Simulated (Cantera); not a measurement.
Cantera run, input and output.

```python
import numpy as np
import cantera as ct

gas = ct.Solution("gri30.yaml", transport_model="multicomponent")
show = ['CO2', 'CH4', 'C2H2']

rows = []
print(f"{'T/K':>7s}{'rho':>11s}{'cp':>10s}{'mu':>11s}{'lambda':>11s}{'Pr':>7s}" + "".join(f"{'D_' + s:>11s}" for s in show))
for T in [400, 500, 600, 700, 800, 900, 1000, 1100]:
    gas.TPX = T, 500000, {'N2O': 0.58, 'CO2': 0.28}
    Pr = gas.cp_mass * gas.viscosity / gas.thermal_conductivity
    D = [gas.mix_diff_coeffs_mole[gas.species_index(s)] for s in show]
    rows.append([gas.density, gas.cp_mass, gas.viscosity, gas.thermal_conductivity, Pr, *D])
    print(f"{T:7g}{gas.density:11.4e}{gas.cp_mass:10.1f}{gas.viscosity:11.4e}"
          f"{gas.thermal_conductivity:11.4e}{Pr:7.3f}" + "".join(f"{d:11.4e}" for d in D))
print("SI units: kg/m3, J/kg/K, Pa s, W/m/K, m2/s")
```

Result:

```
    T/K        rho        cp         mu     lambda     Pr      D_CO2      D_CH4     D_C2H2
    400 6.6167e+00     959.8 1.9553e-05 2.5272e-02  0.743 3.8929e-06 5.9089e-06 4.2715e-06
    500 5.2934e+00    1033.2 2.3705e-05 3.3010e-02  0.742 5.8917e-06 8.8366e-06 6.4433e-06
    600 4.4112e+00    1093.1 2.7499e-05 4.0560e-02  0.741 8.2032e-06 1.2199e-05 8.9496e-06
    700 3.7810e+00    1142.6 3.1011e-05 4.7874e-02  0.740 1.0802e-05 1.5963e-05 1.1764e-05
    800 3.3084e+00    1184.2 3.4296e-05 5.4940e-02  0.739 1.3669e-05 2.0103e-05 1.4865e-05
    900 2.9408e+00    1219.1 3.7394e-05 6.1749e-02  0.738 1.6788e-05 2.4600e-05 1.8238e-05
   1000 2.6467e+00    1248.1 4.0334e-05 6.8269e-02  0.737 2.0147e-05 2.9437e-05 2.1868e-05
   1100 2.4061e+00    1269.9 4.3142e-05 7.4390e-02  0.736 2.3735e-05 3.4599e-05 2.5745e-05
SI units: kg/m3, J/kg/K, Pa s, W/m/K, m2/s
```

Computed with Cantera and GRI-Mech 3.0 (53 species, 325 reactions). The composition is frozen, though it would react at the higher temperatures.
